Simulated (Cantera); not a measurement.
**Pb + NH3 + N2 + O2 (metals in furnace atmospheres)**

Charge: 1 mol Pb, 0.17 mol NH3, 4.7 mol N2, 1.3 mol O2, held at 8.25 Torr.

Method: chemical equilibrium by Gibbs-energy minimisation in Cantera with the NASA 1993 tables (ideal gas, pure condensed phases). Candidate condensed phases: H2O, Pb, PbO, PbO2, Pb3O4; 27 gas species. Gases not in the tables: (PbO)n polymers. The numbers say what is thermodynamically allowed, not how fast it happens.

```csv
T (°C),x N2,x O2,x PbO,x H2O,x Pb,x NO,x OH,n PbO(yellow),n PbO(l)
602,0.838,0.118,2.34e-7,0.0446,2.37e-11,5.02e-6,1.26e-8,1.000,0
677,0.838,0.118,4.80e-6,0.0446,1.90e-9,1.35e-5,7.34e-8,1.000,0
752,0.838,0.118,6.23e-5,0.0446,7.90e-8,3.16e-5,3.31e-7,1.000,0
827,0.837,0.118,0.000563,0.0446,1.96e-6,6.56e-5,1.21e-6,0.997,0
902,0.834,0.117,0.00366,0.0445,3.07e-5,0.000124,3.77e-6,0,0.979
977,0.823,0.116,0.0166,0.0439,0.000304,0.000214,1.01e-5,0,0.902
1052,0.782,0.111,0.0627,0.0417,0.00233,0.000336,2.37e-5,0,0.602
```
x: gas mole fraction; n: condensed amount in mol.

From 602 °C to 827 °C the condensed part is PbO(yellow). From 902 °C to 1052 °C the condensed part is PbO(l).
